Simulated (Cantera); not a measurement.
What does this Cantera script print?

```python
import numpy as np
import cantera as ct

gas_names = [...]  # 113 gases of nasa_gas.yaml made of C, H, O, Ta
cond_names = """
    C(gr) C6H6(L) C7H8(L) C8H18(L),n-octa H2O(s) H2O(L) Ta(cr) Ta(L) TaC(s) TaC(L) Ta2O5(s) Ta2O5(L)
""".split()


# ... load() reads the species with a 1 bar reference pressure and builds the phases ...
atoms = {
    'Ta(OEt)5': {'Ta': 1, 'C': 10, 'H': 25, 'O': 5},
    'CO2': {'C': 1, 'O': 2},
}
top_T = {'C(gr)': 4500}  # K; cautious upper limits of use, not melting points


# ... equilibrate(T, P, feed) seeds the gas with the atoms and calls Mixture.equilibrate('TP', solver="vcs", rtol=1e-11, max_steps=5000) ...
results = []
feed = {'Ta(OEt)5': 1, 'CO2': 0.54}  # mol
T = 1350  # K
P = 1.1  # Pa
mix = equilibrate(T, P, feed)
results.append((T, P, feed, dict(zip(mix.species_names, mix.species_moles))))
x = sorted(zip(gas.X, gas.species_names), reverse=True)
print(f"T = {T:g} K  P = {P:g} Pa  gas = {mix.phase_moles(0):.4g} mol")
print("   x: " + "  ".join(f"{s} {v:.3e}" for v, s in x if v > 1e-06))
print("   condensed (mol): " + ("  ".join(f"{mix.phase(i).name} {mix.phase_moles(i):.4g}"
      for i in range(1, mix.n_phases) if mix.phase_moles(i) > 1e-12) or "none"))
```

Output:

```
T = 1350 K  P = 1.1 Pa  gas = 18.59 mol
   x: H2 6.723e-01  CO 3.271e-01  H 5.892e-04
   condensed (mol): C(gr) 3.46  TaC(s) 1
```

Cantera equilibrium calculation (NASA polynomials, part measured and part estimated; ideal gas, pure solids and liquids). The feed counts by its element totals alone. TaC: taken at fixed stoichiometry. Condensed phases not in the tables: Ta2C.
